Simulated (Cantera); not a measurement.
An adiabatic, constant-pressure homogeneous reactor starts with CH₃OH : O₂ : N₂ = 1 : 1.36 : 5.13 (molar parts), equivalence ratio 1.1, at 1400 K and 1100000 Pa. Integrator tolerance rtol = 1e-08.

Cantera simulation using GRI-Mech 3.0 (53 species, 325 reactions); the numbers are that mechanism's predictions, not measurements. GRI-Mech 3.0 was tuned for natural gas; its chemistry of methanol as a main component is partial and can be far from experiment.

Q: What does this change do: pressure from 1100000 Pa to 29000 Pa?

A: 
```tsv
quantity	before	after
time of steepest temperature rise	81.6 µs	1.94 ms
temperature at 0.400 s	2842 K	2600 K
equilibrium temperature	2842 K	2600 K
x(CH₃OH) at 0.400 s	<1e-12 (gas-phase equilibrium <1e-12)	<1e-12 (gas-phase equilibrium <1e-12)
x(O₂) at 0.400 s	0.00826 (gas-phase equilibrium 0.00826)	0.0165 (gas-phase equilibrium 0.0165)
x(NO₂) at 0.400 s	2.93e-6 (gas-phase equilibrium 2.93e-6)	8.10e-7 (gas-phase equilibrium 8.10e-7)
x(H₂) at 0.400 s	0.0183 (gas-phase equilibrium 0.0183)	0.0267 (gas-phase equilibrium 0.0267)
x(HCN) at 0.400 s	9.29e-9 (gas-phase equilibrium 9.29e-9)	5.84e-10 (gas-phase equilibrium 5.84e-10)
x(CH₂CO) at 0.400 s	<1e-12 (gas-phase equilibrium <1e-12)	<1e-12 (gas-phase equilibrium <1e-12)
x(C₂H₄) at 0.400 s	<1e-12 (gas-phase equilibrium <1e-12)	<1e-12 (gas-phase equilibrium <1e-12)
```
